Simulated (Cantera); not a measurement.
A closed system holds: 1 mol H₂S, 2.9 mol O₂, 1.3 mol N₂, equilibrated at 20.0 Pa.

Method: chemical equilibrium by Gibbs-energy minimisation in Cantera with the NASA 1993 tables (ideal gas, pure condensed phases). Candidate condensed phases: H₂O, H₂SO₄, S; 60 gas species. Ions and electrons are included (thermal ionisation). Kinetics and transport are ignored. All values below are at 3750 K.

Base state: O 0.569, H 0.196, N₂ 0.119, S 0.0981, N 0.0164, NO 0.000758, SO 0.000103, O₂ 8.19e-5 (mole fractions); condensed: gas only.

Question: What changes in the equilibrium state with this change: pressure from 20.0 Pa to 10000 Pa?

Answer: 
```
species    before     after
-------  --------  --------
O           0.569     0.497
H           0.196     0.192
N₂          0.119     0.133
SO       0.000103    0.0330
O₂        8.19e-5    0.0313
OH        3.89e-5    0.0166
N          0.0164  0.000775
NO       0.000758    0.0157
S          0.0981    0.0721
H₂O       2.91e-9  0.000607
SO₂       1.87e-8   0.00262
H₂        7.68e-6   0.00367
SH        1.45e-6  0.000521
S₂        8.92e-7  0.000241
```
